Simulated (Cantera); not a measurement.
An adiabatic, constant-volume homogeneous reactor starts with CH4 : O2 : N2 = 1 : 1.54 : 5.78 (molar parts), equivalence ratio 1.3, at 1525 K and 1.50 bar.

Computed with Cantera and GRI-Mech 3.0 (53 species, 325 reactions).

One state of this run: T (K) = 2981; P (bar) = 3.20; x CH4 = <1e-12; x O2 = 0.00573; x CO2 = 0.0334; x N2O = 6.28e-7; x OH = 0.0192; x C2H2 = <1e-12. x: mole fraction; the columns are a selection and need not sum to one.

Q: Which value of t (s) does it belong to?
A. 2.00e-6
B. 0.000271
C. 5.28e-5
D. 0.973

A: D, 0.973
